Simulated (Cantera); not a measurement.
# Stirred combustor or abatement burner

A perfectly stirred reactor is fed with 7.32 % CH₄, 19.5 % O₂, 73.2 % N₂, equivalence ratio 0.75, at 825 Torr; it is adiabatic with a 350 K inlet, and is followed from long to short residence time, starting on the burning branch (τ in s: 0.29, 0.073, 0.018, 0.0046, 0.0011, 0.00029, 7.2e-05, 1.8e-05, 4.5e-06).

Detailed kinetics in Cantera: GRI-Mech 3.0 (53 species, 325 reactions).

| τ (s) | T (K) | x CH₄ | x O₂ | x C₂H₂ | x HO₂ | x O | x OH | x NO |
|---|---|---|---|---|---|---|---|---|
| 0.29 | 1960 | 2.84e-6 | 0.0487 | 1.72e-10 | 1.14e-6 | 0.000146 | 0.00162 | 0.000198 |
| 0.073 | 1954 | 8.24e-6 | 0.0489 | 9.36e-10 | 1.50e-6 | 0.000243 | 0.00208 | 9.43e-5 |
| 0.018 | 1938 | 2.12e-5 | 0.0493 | 2.94e-9 | 2.66e-6 | 0.000514 | 0.00294 | 5.77e-5 |
| 0.0046 | 1905 | 5.21e-5 | 0.0502 | 7.05e-9 | 5.46e-6 | 0.00111 | 0.00412 | 3.89e-5 |
| 0.0011 | 1840 | 0.000145 | 0.0526 | 1.91e-8 | 1.18e-5 | 0.00225 | 0.00534 | 2.61e-5 |
| 0.00029 | 1738 | 0.000468 | 0.0576 | 7.88e-8 | 2.41e-5 | 0.00341 | 0.00564 | 1.53e-5 |
| 7.2e-5 | 350 | 0.0732 | 0.195 | <1e-12 | <1e-12 | <1e-12 | <1e-12 | <1e-12 |
| 1.8e-5 | 350 | 0.0732 | 0.195 | <1e-12 | <1e-12 | <1e-12 | <1e-12 | <1e-12 |
| 4.5e-6 | 350 | 0.0732 | 0.195 | <1e-12 | <1e-12 | <1e-12 | <1e-12 | <1e-12 |
x: mole fraction; the columns are a selection and need not sum to one.
